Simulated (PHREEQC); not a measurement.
Synthetic water in mg/kgw, 73 °C, pH 6.39, pe 8.5:

| constituent | mg/kgw |
|---|---|
| Na | 6.27 |
| K | 2.2 |
| Ca | 2.76 |
| Mg | 0.535 |
| Cl | 4.22 |
| S(6) as SO4 | 10 |
| Alkalinity as HCO3 | 11.6 |
| Pb | 0.489 |
| Si as SiO2 | 0.109 |
| O(0) (dissolved oxygen) | 0.00543 |

Valence states are taken as typed.

Computed with PHREEQC (ion-association model, phreeqc.dat).

| quantity | before | after |
|---|---|---|
| HCO3- (mol/kgw) | 0.000188 | 0.000187 |
| CO2 (mol/kgw) | 0.000153 | 7.63e-5 |
| Mg+2 (mol/kgw) | 2.08e-5 | 2.08e-5 |
| Pb+2 (mol/kgw) | 1.36e-6 | 1.04e-6 |
| CaSO4 (mol/kgw) | 1.28e-6 | 1.28e-6 |
| MgSO4 (mol/kgw) | 1.11e-6 | 1.11e-6 |
| SI of Pb(OH)2 (Pb(OH)2) | +0.13 | +0.61 |
| SI of Quartz (SiO2) | -2.37 | -2.37 |

Task: Which change was made?
(A) Pb from 0.489 to 0.978 mg/kgw
(B) all concentrations times 4 at the same typed pH
(C) pH from 6.39 to 6.69 at the same alkalinity
(D) temperature from 73 to 5 °C at the same typed pH

Result: C, pH from 6.39 to 6.69 at the same alkalinity

No solid was allowed to form. Some of these states are supersaturated (in Pb(OH)2, for instance). Constants without temperature data keep their 25 °C values here.
